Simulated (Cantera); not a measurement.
Input: 1 mol Zr, 19 mol N₂O, held at 0.00825 Torr.

Cantera equilibrium calculation (NASA polynomials, part measured and part estimated; ideal gas, pure solids and liquids). Candidate condensed phases: Zr, ZrN, ZrO₂; 13 gas species. Equilibrium is a limit: real reactors are often held back by kinetics, nucleation or transport. All values below are at 1475 K.

Base state: N₂ 0.690, O₂ 0.308, NO 0.00122, O 0.000480 (mole fractions); condensed: ZrO₂(monoclinic).

Problem. What changes in the equilibrium state with this change: pressure from 0.00825 Torr to 0.000750 Torr?

Solution. 
```json
[
 {"species": "N₂", "before": "0.690", "after": "0.690"},
 {"species": "O₂", "before": "0.308", "after": "0.307"},
 {"species": "O", "before": "0.000480", "after": "0.00159"},
 {"species": "NO", "before": "0.00122", "after": "0.00122"},
 {"species": "ZrO₂(monoclinic), mol", "before": "1.00", "after": "1.00"}
]
```
